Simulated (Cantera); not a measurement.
Input: 1 mol B, 1.8 mol H2, 1.1 mol NH3, equilibrated at 2150 °C and 1.00 bar.

Method: chemical equilibrium by Gibbs-energy minimisation in Cantera with the NASA 1993 tables (ideal gas, pure condensed phases). Candidate condensed phases: B, BN; 15 gas species. Mutual solubility and eutectic melting of coexisting phases are not modelled. The tables' values for BH2 are old estimates; treat these amounts as uncertain. Gases not in the tables: B2H6 and higher boranes. Kinetics and transport are ignored.

Base state: H2 0.954, N2 0.0251, H 0.0173, BH2 0.00303, BH3 7.54e-5, B 4.05e-5, BH 2.51e-5 (mole fractions); condensed: B(l) + BN(s).

**Question.** What changes in the equilibrium state with this change: B replaced by borazine?

**Answer.** 
```tsv
species	before	after
H2	0.954	0.903
N2	0.0251	0.0787
H	0.0173	0.0169
BH2	0.00303	0.00162
BH3	7.54e-5	3.91e-5
BH	2.51e-5	1.38e-5
B(l), mol	0.0677	0
BN(s), mol	0.921	2.99
```
The feed counts by its element totals alone.

**Question.** What changes in the equilibrium state with this change: pressure from 1.00 bar to 72.0 Pa?

**Answer.** 
```
species      before     after
----------  -------  --------
H            0.0173     0.426
H2            0.954     0.415
N2           0.0251     0.100
B           4.05e-5    0.0562
BH3         7.54e-5   5.80e-7
BN          2.81e-6  0.000210
B(l), mol    0.0677     0.680
BN(s), mol    0.921         0
```
